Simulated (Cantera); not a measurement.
A Cantera script and its output.

```python
import numpy as np
import cantera as ct

gas = ct.Solution("gri30.yaml")
gas.TPX = 1100, 1000000, {'H2': 1, 'O2': 0.667, 'N2': 2, 'NO': 0.0056}
reactor = ct.IdealGasConstPressureReactor(gas, energy="on", clone=False)
net = ct.ReactorNet([reactor])
net.rtol, net.atol = 1e-08, 1e-16
show = ['H2', 'O2', 'NO', 'O', 'N2']
times = np.geomspace(6e-06, 7, 12)

steps = ct.SolutionArray(gas, extra=["t"])
rows = []
print(f"{'t/s':>10s}{'T/K':>9s}{'P/Pa':>11s}" + "".join(f"{s:>11s}" for s in show))
for t in times:
    while net.time < t:
        t_next = net.step()
        steps.append(gas.state, t=t_next)
    rows.append([np.interp(t, steps.t, y) for y in (steps.T, steps.P, *steps(*show).X.T)])
    print(f"{t:10.3e}{rows[-1][0]:9.1f}{rows[-1][1]:11.4g}" + "".join(f"{x:11.3e}" for x in rows[-1][2:]))
rate = np.gradient(steps.T, steps.t)
print("integrator steps:", len(steps.t))
if steps.T.max() > steps.T[0] + 200:
    print(f"time of steepest temperature rise: {steps.t[rate.argmax()]:.4e} s")
gas.TPX = 1100, 1000000, {'H2': 1, 'O2': 0.667, 'N2': 2, 'NO': 0.0056}
gas.equilibrate("HP")
print(f"equilibrium (HP): T = {gas.T:.1f} K  " + "  ".join(f"{s} {gas[s].X[0]:.3e}" for s in show))
```

Result:

```
       t/s      T/K       P/Pa         H2         O2         NO          O         N2
 6.000e-06   1100.0      1e+06  2.723e-01  1.816e-01  1.525e-03  1.437e-09  5.446e-01
 2.136e-05   1100.1      1e+06  2.723e-01  1.816e-01  1.515e-03  5.675e-08  5.446e-01
 7.607e-05   2819.9      1e+06  1.002e-02  4.938e-02  1.941e-03  4.281e-03  6.207e-01
 2.709e-04   2815.0      1e+06  9.806e-03  4.656e-02  8.146e-03  3.952e-03  6.180e-01
 9.645e-04   2806.6      1e+06  9.814e-03  4.373e-02  1.444e-02  3.707e-03  6.151e-01
 3.434e-03   2805.9      1e+06  9.816e-03  4.350e-02  1.496e-02  3.687e-03  6.148e-01
 1.223e-02   2805.9      1e+06  9.816e-03  4.350e-02  1.497e-02  3.687e-03  6.148e-01
 4.354e-02   2805.9      1e+06  9.816e-03  4.350e-02  1.497e-02  3.687e-03  6.148e-01
 1.551e-01   2805.9      1e+06  9.816e-03  4.350e-02  1.497e-02  3.687e-03  6.148e-01
 5.521e-01   2805.9      1e+06  9.816e-03  4.350e-02  1.497e-02  3.687e-03  6.148e-01
 1.966e+00   2805.9      1e+06  9.816e-03  4.350e-02  1.497e-02  3.687e-03  6.148e-01
 7.000e+00   2805.9      1e+06  9.816e-03  4.350e-02  1.497e-02  3.687e-03  6.148e-01
integrator steps: 1558
time of steepest temperature rise: 7.0276e-05 s
equilibrium (HP): T = 2805.9 K  H2 9.816e-03  O2 4.350e-02  NO 1.497e-02  O 3.687e-03  N2 6.148e-01
```

Model: GRI-Mech 3.0 (53 species, 325 reactions), integrated in Cantera. The hydrogen kinetics of GRI-Mech 3.0 are dated; newer H2 mechanisms differ, most at raised pressure. The mechanism lacks 2 NO + O2 → 2 NO2 and HONO, so NO2 and the effect of NO are under-described below about 1400 K.
